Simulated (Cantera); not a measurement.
A closed system holds: 1 mol Si2H6, 0.11 mol O2, 7.6 mol H2, held at 1523 K and 100 Pa.

Equilibrium computed with Cantera from the NASA thermochemical tables; the gas is ideal and each condensed phase is pure. Candidate condensed phases: H2O, Si, SiO2; 18 gas species. The feed counts by its element totals alone. The numbers say what is thermodynamically allowed, not how fast it happens.

Base state: H2 0.979, SiO 0.0203, H 0.000723, Si 1.80e-5 (mole fractions); condensed: Si(s).

**Question.** What changes in the equilibrium state with this change: O2 from 0.11 to 0.32 mol?

**Answer.** 
| species | before | after |
|---|---|---|
| H2 | 0.979 | 0.942 |
| SiO | 0.0203 | 0.0569 |
| H | 0.000723 | 0.000709 |
| Si | 1.80e-5 | 1.80e-5 |
| Si(s), mol | 1.78 | 1.36 |
